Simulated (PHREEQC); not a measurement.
A solution holds 0.21 mol/kgw H2SO4, 0.0032 mol/kgw CuSO4 and 3.2e-05 mol/kgw KCl, at 20 °C. Closed to the air; pH follows from the charge balance.

Computed with PHREEQC (ion-association model, wateq4f.dat).

```
Property                  Result
-----------------  -------------
pH                          0.73
ionic strength     0.275 mol/kgw
activity of water          0.992
total alkalinity     -420 meq/kg
```

| species | molality | activity | log γ |
|---|---|---|---|
| H+ | 0.238 | 0.187 | -0.104 |
| HSO4- | 0.182 | 0.129 | -0.150 |
| SO4-2 | 0.0301 | 0.00789 | -0.581 |
| Cu+2 | 0.00222 | 0.000668 | -0.522 |
| CuSO4 | 0.000976 | 0.00104 | 0.027 |
| Cl- | 3.20e-5 | 2.20e-5 | -0.161 |
| K+ | 3.05e-5 | 2.11e-5 | -0.161 |
| KSO4- | 1.47e-6 | 1.07e-6 | -0.138 |
| CuCl+ | 4.44e-8 | 3.09e-8 | -0.157 |

No solid was allowed to form.
